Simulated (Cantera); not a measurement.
Gas mixture: CO : CO2 : CH4 = 0.42 : 0.98 : 0.3 (molar parts), at 0.000178 atm, frozen composition.

Cantera's kinetic-theory transport with the Lennard-Jones parameters of GRI-Mech 3.0, ideal gas; thermal conductivity in the multicomponent form. The composition is frozen, though it would react at the higher temperatures.

D: mixture-averaged diffusion coefficient of that species in the mixture.

```csv
T (K),ρ (kg/m³),cp (J/kg/K),μ (µPa s),λ (mW/m/K),Pr,D (cm²/s) O,D (cm²/s) CH3,D (cm²/s) OH
400,0.000190,1088,19.7,30.5,0.703,2630,1830,2580
550,0.000138,1217,25.5,44.1,0.705,4570,3230,4480
700,0.000109,1328,[?],[?],0.704,[?],[?],[?]
850,8.95e-5,1418,35.3,71.3,0.702,9580,6850,9380
1000,7.60e-5,1495,39.6,84.5,0.700,12600,9020,12300
1150,6.61e-5,1556,43.6,97.1,0.698,15900,11400,15600
1300,5.85e-5,1606,47.4,[?],0.696,[?],[?],[?]
1450,5.24e-5,1648,51.0,121,0.695,23400,16900,22900
```

Question: Some entries are withheld; supply them.

Answer: 
- 700, μ (µPa s): 30.6
- 700, λ (mW/m/K): 57.8
- 700, D (cm²/s) O: 6900
- 700, D (cm²/s) CH3: 4910
- 700, D (cm²/s) OH: 6760
- 1300, λ (mW/m/K): 109
- 1300, D (cm²/s) O: 19500
- 1300, D (cm²/s) CH3: 14000
- 1300, D (cm²/s) OH: 19100
